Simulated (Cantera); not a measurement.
Input: 1 mol Cr, 0.28 mol N2O, a varied amount of N2, equilibrated at 2198 K and 13300 Pa.

Equilibrium computed with Cantera from the NASA thermochemical tables; the gas is ideal and each condensed phase is pure. Candidate condensed phases: Cr, CrN, Cr2N, Cr2O3; 14 gas species. Equilibrium is a limit: real reactors are often held back by kinetics, nucleation or transport.

Task: At 33 mol N2, list the 4 most abundant gas species with their mole fractions, and the condensed phases.

Result: N2 0.975, Cr 0.0235, CrO 0.00111, CrO2 2.16e-5. Condensed: Cr2O3(s).
